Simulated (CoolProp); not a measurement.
Propylene at several states: Z from the reference equation and from simpler models built on Tc = 364.2 K, pc = 45.55 bar, ω = 0.146; each cubic takes its own stable root.

Model: reference Helmholtz-energy equation of state, Lemmon 2013, in CoolProp.

```json
[
 {"T (K)": "562.1", "p (bar)": "0.678", "phase": "gas", "reference": "0.9988"},
 {"T (K)": "497.7", "p (bar)": "4.4", "phase": "gas", "reference": "0.9881"},
 {"T (K)": "457.7", "p (bar)": "90.5", "phase": "supercritical", "reference": "0.6718"},
 {"T (K)": "187.3", "p (bar)": "6.62", "phase": "liquid", "reference": "0.02727"}
]
```

Q: How far does each simpler model (van der Waals, Soave-Redlich-Kwong, Peng-Robinson) lie from the reference over these 4 states: mean and median of the absolute difference, and the worst?

A: 
- van der Waals: mean 17.1 %, median 4.7 %, worst +59.1 % at 187.3 K and 6.62 bar
- Soave-Redlich-Kwong: mean 3.0 %, median 2.7 %, worst +6.6 % at 187.3 K and 6.62 bar
- Peng-Robinson: mean 1.4 %, median 0.2 %, worst -5.3 % at 187.3 K and 6.62 bar
